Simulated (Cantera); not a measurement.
A Cantera script and what it prints.

```python
import numpy as np
import cantera as ct

gas_names = """
    CL CL2 Cs CsCL Cs2 Cs2CL2 H HCL H2
""".split()
cond_names = """
    Cs(cr) Cs(L) CsCL(a) CsCL(b) CsCL(L)
""".split()


# ... load() reads the species with a 1 bar reference pressure and builds the phases ...
atoms = {
    'CsCl': {'Cs': 1, 'CL': 1},
    'HCl': {'H': 1, 'CL': 1},
    'H2': {'H': 2},
}
top_T = {}  # K; cautious upper limits of use, not melting points


# ... equilibrate(T, P, feed) seeds the gas with the atoms and calls Mixture.equilibrate('TP', solver="vcs", rtol=1e-11, max_steps=5000) ...
results = []
feed = {'CsCl': 1, 'HCl': 3.1, 'H2': 150}  # mol
P = 210  # Pa
for T in [623, 773, 923, 1073, 1223, 1373, 1523, 1673, 1823, 1973, 2123]:
    mix = equilibrate(T, P, feed)
    results.append((T, P, feed, dict(zip(mix.species_names, mix.species_moles))))
    x = sorted(zip(gas.X, gas.species_names), reverse=True)
    print(f"T = {T:g} K  P = {P:g} Pa  gas = {mix.phase_moles(0):.4g} mol")
    print("   x: " + "  ".join(f"{s} {v:.3e}" for v, s in x if v > 0.001))
    print("   condensed (mol): " + ("  ".join(f"{mix.phase(i).name} {mix.phase_moles(i):.4g}"
          for i in range(1, mix.n_phases) if mix.phase_moles(i) > 1e-12) or "none"))
```

Result:

```
T = 623 K  P = 210 Pa  gas = 153.1 mol
   x: H2 9.798e-01  HCL 2.025e-02
   condensed (mol): CsCL(a) 0.9999
T = 773 K  P = 210 Pa  gas = 153.2 mol
   x: H2 9.790e-01  HCL 2.023e-02
   condensed (mol): CsCL(b) 0.8465
T = 923 K  P = 210 Pa  gas = 154.1 mol
   x: H2 9.737e-01  HCL 2.012e-02  CsCL 5.893e-03
   condensed (mol): none
T = 1073 K  P = 210 Pa  gas = 154.1 mol
   x: H2 9.734e-01  HCL 2.012e-02  CsCL 6.459e-03
   condensed (mol): none
T = 1223 K  P = 210 Pa  gas = 154.1 mol
   x: H2 9.734e-01  HCL 2.012e-02  CsCL 6.486e-03
   condensed (mol): none
T = 1373 K  P = 210 Pa  gas = 154.1 mol
   x: H2 9.733e-01  HCL 2.012e-02  CsCL 6.486e-03
   condensed (mol): none
T = 1523 K  P = 210 Pa  gas = 154.1 mol
   x: H2 9.729e-01  HCL 2.012e-02  CsCL 6.471e-03
   condensed (mol): none
T = 1673 K  P = 210 Pa  gas = 154.3 mol
   x: H2 9.709e-01  HCL 2.013e-02  CsCL 6.402e-03  H 2.449e-03
   condensed (mol): none
T = 1823 K  P = 210 Pa  gas = 154.9 mol
   x: H2 9.640e-01  HCL 2.016e-02  H 9.282e-03  CsCL 6.174e-03
   condensed (mol): none
T = 1973 K  P = 210 Pa  gas = 156.4 mol
   x: H2 9.444e-01  H 2.861e-02  HCL 2.014e-02  CsCL 5.610e-03
   condensed (mol): none
T = 2123 K  P = 210 Pa  gas = 160.3 mol
   x: H2 8.986e-01  H 7.421e-02  HCL 1.980e-02  CsCL 4.583e-03  Cs 1.657e-03  CL 1.200e-03
   condensed (mol): none
```

Equilibrium computed with Cantera from the NASA thermochemical tables; the gas is ideal and each condensed phase is pure.
